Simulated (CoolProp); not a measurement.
Properties of cyclopentane along the isotherm 550 K (Tc = 511.7 K, pc = 4583 kPa, ω = 0.202).

The numbers come from the reference Helmholtz-energy equation of state, Gedanitz 2015 in CoolProp.

```tsv
p (kPa)	phase	Z	cp (kJ/(kg K))	cv (kJ/(kg K))	speed of sound (m/s)	fugacity coefficient
1270	gas	0.9195	2.435	2.261	243.2	0.9242
2550	gas	0.8300	2.556	2.284	222.1	0.8504
3820	gas	0.7286	2.782	2.313	198.2	0.7793
5090	supercritical	0.6066	3.315	2.352	171.4	0.7094
6360	supercritical	0.4623	4.628	2.399	152.2	0.6400
7640	supercritical	0.3681	4.813	2.407	170.9	0.5742
8910	supercritical	0.3600	3.920	2.387	222.0	0.5204
10200	supercritical	0.3790	3.515	2.373	271.3	0.4777
11500	supercritical	0.4058	3.314	2.364	313.5	0.4441
```

The peak of cp marks the crossing from liquid-like to gas-like fluid above the critical point.
